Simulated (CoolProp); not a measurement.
Cyclohexane at several states: Z from the reference equation and from simpler models built on Tc = 280.5 °C, pc = 4081 kPa, ω = 0.209; each cubic takes its own stable root.

Computed with CoolProp (reference Helmholtz-energy equation of state, Zhou 2014).

```tsv
T (°C)	p (kPa)	phase	reference
275.45	380	gas	0.9667
160.25	24.6	gas	0.9955
249.95	304	gas	0.9691
74.25	4920	liquid	0.1959
```

### Question
How far does each simpler model (Redlich-Kwong, Peng-Robinson) lie from the reference over these 4 states: mean and median of the absolute difference, and the worst?

### Answer
- Redlich-Kwong: mean 2.2 %, median 0.0 %, worst +8.8 % at 74.25 °C and 4920 kPa
- Peng-Robinson: mean 1.6 %, median 0.4 %, worst -5.6 % at 74.25 °C and 4920 kPa
